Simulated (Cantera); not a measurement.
An isothermal, constant-pressure homogeneous reactor starts with CO : O₂ : H₂O : N₂ = 0.02 : 0.0064 : 0.00044 : 1 (molar parts), equivalence ratio 1.6, at 1025 K and 1.97 atm. Integrator tolerance rtol = 1e-08.

Model: GRI-Mech 3.0 (53 species, 325 reactions), integrated in Cantera.

What does this change do: temperature 1025 to 1373 K?


| quantity | before | after |
|---|---|---|
| x(CO) at 20.0 s | 0.00713 (gas-phase equilibrium 0.00688) | 0.00697 (gas-phase equilibrium 0.00696) |
| x(O₂) at 20.0 s | 5.25e-5 (gas-phase equilibrium <1e-12) | 2.38e-11 (gas-phase equilibrium <1e-12) |
| x(H₂O) at 20.0 s | 0.000398 (gas-phase equilibrium 0.000253) | 0.000340 (gas-phase equilibrium 0.000340) |
| x(CO₂) at 20.0 s | 0.0125 (gas-phase equilibrium 0.0127) | 0.0126 (gas-phase equilibrium 0.0126) |
| x(H₂O₂) at 20.0 s | 1.57e-10 (gas-phase equilibrium <1e-12) | <1e-12 (gas-phase equilibrium <1e-12) |
| x(NO) at 20.0 s | 1.88e-8 (gas-phase equilibrium <1e-12) | 2.81e-6 (gas-phase equilibrium 1.20e-9) |

What does this change do: temperature 1025 to 1275 K?


| quantity | before | after |
|---|---|---|
| x(CO) at 20.0 s | 0.00713 (gas-phase equilibrium 0.00688) | 0.00695 (gas-phase equilibrium 0.00695) |
| x(O₂) at 20.0 s | 5.25e-5 (gas-phase equilibrium <1e-12) | 4.68e-12 (gas-phase equilibrium <1e-12) |
| x(H₂O) at 20.0 s | 0.000398 (gas-phase equilibrium 0.000253) | 0.000324 (gas-phase equilibrium 0.000324) |
| x(CO₂) at 20.0 s | 0.0125 (gas-phase equilibrium 0.0127) | 0.0126 (gas-phase equilibrium 0.0127) |
| x(H₂O₂) at 20.0 s | 1.57e-10 (gas-phase equilibrium <1e-12) | <1e-12 (gas-phase equilibrium <1e-12) |
| x(NO) at 20.0 s | 1.88e-8 (gas-phase equilibrium <1e-12) | 1.15e-6 (gas-phase equilibrium 9.76e-11) |
